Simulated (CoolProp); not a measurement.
Fluorine along the isobar 7530 kPa: Z from the reference equation and from simpler models built on Tc = 144.4 K, pc = 5240 kPa, ω = 0.045; each cubic takes its own stable root.

Values from CoolProp's reference Helmholtz-energy equation of state, de Reuck 1990.

| T (K) | phase | reference |
|---|---|---|
| 61.4 | liquid | 0.3361 |
| 78.4 | liquid | 0.2808 |
| 95.5 | liquid | 0.2485 |
| 112.5 | liquid | 0.2316 |
| 129.6 | liquid | 0.2291 |
| 146.6 | supercritical | 0.2639 |
| 163.7 | supercritical | 0.5860 |
| 180.7 | supercritical | 0.7439 |
| 197.7 | supercritical | 0.8255 |
| 214.8 | supercritical | 0.8763 |
| 231.8 | supercritical | 0.9102 |
| 248.9 | supercritical | 0.9342 |
| 265.9 | supercritical | 0.9517 |
| 283 | supercritical | 0.9650 |
| 300 | supercritical | 0.9752 |

Q: How far does each simpler model (Soave-Redlich-Kwong, Peng-Robinson) lie from the reference over these 15 states: mean and median of the absolute difference, and the worst?

A: 
- Soave-Redlich-Kwong: mean 1.9 %, median 1.0 %, worst +12.0 % at 146.6 K and 7530 kPa
- Peng-Robinson: mean 4.9 %, median 3.1 %, worst -11.8 % at 78.4 K and 7530 kPa
